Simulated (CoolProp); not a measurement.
Ethane along the isobar 0.637 MPa: Z from the reference equation and from simpler models built on Tc = 305.3 K, pc = 4.872 MPa, ω = 0.099; each cubic takes its own stable root.

Model: reference Helmholtz-energy equation of state, Bücker 2006, in CoolProp.

```tsv
T (K)	phase	reference	van der Waals	Redlich-Kwong	Soave-Redlich-Kwong	Peng-Robinson
188	liquid	0.02269	0.03479	0.02367	0.02356	0.02086
224.1	liquid	0.02096	0.9128	0.02237	0.02211	0.01951
260.3	gas	0.9232	0.9401	0.9259	0.9244	0.9187
296.5	gas	0.9499	0.9568	0.9499	0.9496	0.9445
332.7	gas	0.9655	0.9677	0.9646	0.9653	0.9607
368.9	gas	0.9756	0.9753	0.9743	0.9756	0.9715
405.1	gas	0.9823	0.9808	0.9809	0.9826	0.9790
441.3	gas	0.9870	0.9848	0.9856	0.9876	0.9843
```

At some of these states van der Waals gives the other phase, because its saturation line lies elsewhere.
